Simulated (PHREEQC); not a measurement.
Consider water at 17 °C with 0.011 mol NH4Cl and 0.00011 mol Na2HPO4 per kg of water. Closed to the air; pH follows from the charge balance.

All values are PHREEQC results (ion-association model, phreeqc.dat), not measurements.

Each row changes one thing in this solution. Precipitation was switched off in this run.

```
case                                  pH  NH3 (mol/kgw)
----------------------------------  ----  -------------
as made                             7.19        4.85e-5
Na2HPO4 left out                    5.77        1.85e-6
diluted 100-fold with water         7.20              ?
NH4Cl from 0.011 to 0.0099 mol/kgw  7.22              ?
NH4Cl from 0.011 to 0.0121 mol/kgw  7.17              ?
diluted 2-fold with water           7.20        2.52e-5
temperature from 17 to 55 °C        6.38        8.89e-5
```

**Question.** Some entries are withheld; supply them.

**Answer.** 
- diluted 100-fold with water, NH3 (mol/kgw): 5.40e-7
- NH4Cl from 0.011 to 0.0099 mol/kgw, NH3 (mol/kgw): 4.70e-5
- NH4Cl from 0.011 to 0.0121 mol/kgw, NH3 (mol/kgw): 4.98e-5

Away from 25 °C the constants follow the database's enthalpies or fits; those with neither stay at their 25 °C values.
